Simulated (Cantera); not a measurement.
Source: NASA polynomial tables (part measured, part estimated), evaluated in Cantera. Values are per mole of reaction as written; species without (g) are pure solids or liquids, kept so even where they would boil at 1 bar.

2 F(g) + PbS(g) → S + PbF₂, with ΔH° = -967.5 kJ and ΔS° = -423.8 J/K at 300 K.

### Question
How far is the shortcut ΔG° ≈ ΔH°(300 K) − T·ΔS°(300 K) from the full temperature-dependent value at 398, 548, 698, 848, 998 K?

### Answer
| T (K) | shortcut (kJ) | full (kJ) | difference (kJ) | difference in log10 K | condensed phases |
|---|---|---|---|---|---|
| 398 | -798.8 | -799.2 | 0.3 | -0.04 | S(l), PbF₂(s) |
| 548 | -735.3 | -738.0 | 2.8 | -0.26 | S(l), PbF₂(s) |
| 698 | -671.7 | -679.2 | 7.5 | -0.56 | S(l), PbF₂(s) |
| 848 | -608.1 | -622.9 | 14.7 | -0.91 | S(l), PbF₂(s) |
| 998 | -544.6 | -568.1 | 23.5 | -1.23 | S(l), PbF₂(s) |
The shortcut ignores heat capacities and the phase changes listed.
